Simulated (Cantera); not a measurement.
A perfectly stirred reactor is fed with NH3 : H2 = 1 : 0.16 (molar parts), at 0.188 atm; it is held at 1775 K, and followed from long to short residence time.

Cantera simulation using the gas-phase N/H chemistry of the illustrative SiF4/NH3 mechanism in the Surface Chemkin manual (1991); the numbers are that mechanism's predictions, not measurements. Walls and surfaces, which speed up NH3 decomposition in real reactors, are not modelled.

Q: What does this change do: H2 0.16 to 0.034 parts?

A: 
| quantity | before | after |
|---|---|---|
| x(NH3) at τ = 0.310 s | 0.727 | 0.806 |
| x(H2) at τ = 0.310 s | 0.237 | 0.153 |
| x(N2H2) at τ = 0.310 s | 1.84e-6 | 2.22e-6 |
| x(N) at τ = 0.310 s | 7.22e-8 | 6.20e-8 |
| x(NH) at τ = 0.310 s | 2.31e-6 | 2.29e-6 |
| x(NH3) at τ = 12.0 ms | 0.856 | 0.960 |
| x(H2) at τ = 12.0 ms | 0.142 | 0.0380 |
| x(N2H2) at τ = 12.0 ms | 2.17e-6 | 2.73e-6 |
| x(N) at τ = 12.0 ms | 5.09e-8 | 2.34e-8 |
| x(NH) at τ = 12.0 ms | 2.06e-6 | 1.78e-6 |

Q: What does this change do: temperature 1775 to 1450 K?

A: 
| quantity | before | after |
|---|---|---|
| x(NH3) at τ = 0.310 s | 0.727 | 0.861 |
| x(H2) at τ = 0.310 s | 0.237 | 0.139 |
| x(N2H2) at τ = 0.310 s | 1.84e-6 | 3.12e-7 |
| x(N) at τ = 0.310 s | 7.22e-8 | 9.32e-10 |
| x(NH) at τ = 0.310 s | 2.31e-6 | 5.73e-8 |
| x(NH3) at τ = 12.0 ms | 0.856 | 0.862 |
| x(H2) at τ = 12.0 ms | 0.142 | 0.138 |
| x(N2H2) at τ = 12.0 ms | 2.17e-6 | 2.56e-8 |
| x(N) at τ = 12.0 ms | 5.09e-8 | 2.64e-11 |
| x(NH) at τ = 12.0 ms | 2.06e-6 | 5.00e-9 |

Q: What does this change do: H2 0.16 to 0.5 parts?

A: 
```csv
quantity,before,after
x(NH3) at τ = 0.310 s,0.727,0.574
x(H2) at τ = 0.310 s,0.237,0.398
x(N2H2) at τ = 0.310 s,1.84e-6,1.24e-6
x(N) at τ = 0.310 s,7.22e-8,8.21e-8
x(NH) at τ = 0.310 s,2.31e-6,2.23e-6
x(NH3) at τ = 12.0 ms,0.856,0.663
x(H2) at τ = 12.0 ms,0.142,0.336
x(N2H2) at τ = 12.0 ms,2.17e-6,1.34e-6
x(N) at τ = 12.0 ms,5.09e-8,6.51e-8
x(NH) at τ = 12.0 ms,2.06e-6,2.03e-6
```
